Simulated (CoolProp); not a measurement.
Vapour-liquid equilibrium of R143a (1) + n-butane (2) at 0.0678 MPa; x and y are mole fractions of (1).

Values from CoolProp's multi-fluid Helmholtz-energy mixture model, Lemmon and Jacobsen 2000 and Bücker 2006; pair parameters Bell 2016.

```json
[
 {"x": "0.05", "bubble temperature, mixture model (°C)": "-32.2", "bubble temperature, Raoult's law (°C)": "-16.6", "y, mixture model": "0.636", "y, Raoult's law": "0.263"},
 {"x": "0.2", "bubble temperature, mixture model (°C)": "___", "bubble temperature, Raoult's law (°C)": "-29.2", "y, mixture model": "___", "y, Raoult's law": "0.654"},
 {"x": "0.35", "bubble temperature, mixture model (°C)": "___", "bubble temperature, Raoult's law (°C)": "-37.4", "y, mixture model": "0.894", "y, Raoult's law": "0.815"},
 {"x": "0.5", "bubble temperature, mixture model (°C)": "___", "bubble temperature, Raoult's law (°C)": "-43.3", "y, mixture model": "___", "y, Raoult's law": "0.897"},
 {"x": "0.65", "bubble temperature, mixture model (°C)": "___", "bubble temperature, Raoult's law (°C)": "-47.8", "y, mixture model": "0.906", "y, Raoult's law": "0.944"},
 {"x": "0.8", "bubble temperature, mixture model (°C)": "-53.9", "bubble temperature, Raoult's law (°C)": "-51.5", "y, mixture model": "0.924", "y, Raoult's law": "0.974"},
 {"x": "0.95", "bubble temperature, mixture model (°C)": "-55.0", "bubble temperature, Raoult's law (°C)": "-54.5", "y, mixture model": "0.971", "y, Raoult's law": "0.995"}
]
```

**Question.** What belongs in the gaps?

**Answer.** 
- 0.2, bubble temperature, mixture model (°C): -49.3
- 0.2, y, mixture model: 0.869
- 0.35, bubble temperature, mixture model (°C): -52.1
- 0.5, bubble temperature, mixture model (°C): -52.6
- 0.5, y, mixture model: 0.899
- 0.65, bubble temperature, mixture model (°C): -53.1

The largest gap from Raoult's law is -20.1 K in bubble temperature, at x = 0.2. No azeotrope shows between x = 0.05 and 0.95.

The pair parameters rest on a limited set of measurements; away from them the model extrapolates. With so large a gap from Raoult's law the liquid may split in two, which this calculation doesn't test in full.
